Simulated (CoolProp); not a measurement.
Properties of octamethyltrisiloxane (MDM) along the isobar 0.576 MPa (Tc = 565.4 K, pc = 1.438 MPa, ω = 0.528).

Values from CoolProp's reference Helmholtz-energy equation of state, Thol 2017.

| T (K) | phase | density (kg/m³) | cv (kJ/(kg K)) | isothermal compressibility (1/MPa) | expansivity (1/kK) |
|---|---|---|---|---|---|
| 288.1 | liquid | 826.1 | 1.449 | 0.001611 | 1.198 |
| 299.4 | liquid | 814.8 | 1.474 | 0.001770 | 1.225 |
| 310.8 | liquid | 803.4 | 1.500 | 0.001951 | 1.254 |
| 322.2 | liquid | 791.8 | 1.527 | ___ | 1.287 |
| 333.6 | liquid | 780.2 | 1.554 | 0.002393 | 1.323 |
| 344.9 | liquid | 768.4 | 1.583 | 0.002662 | ___ |
| 356.3 | liquid | 756.4 | 1.611 | 0.002976 | 1.407 |
| 367.7 | liquid | 744.1 | 1.640 | 0.003343 | 1.456 |
| 379 | liquid | 731.8 | 1.669 | 0.003769 | 1.511 |
| 390.4 | liquid | 719.0 | 1.699 | 0.004278 | 1.574 |
| 401.8 | liquid | 706.0 | ___ | 0.004888 | 1.647 |
| 413.2 | liquid | 692.5 | 1.757 | ___ | 1.730 |
| 424.5 | liquid | 678.7 | 1.785 | 0.006525 | 1.826 |

Question: Some entries are withheld; supply them.

Answer: 
- 322.2, isothermal compressibility (1/MPa): 0.002157
- 344.9, expansivity (1/kK): 1.362
- 401.8, cv (kJ/(kg K)): 1.728
- 413.2, isothermal compressibility (1/MPa): 0.005627
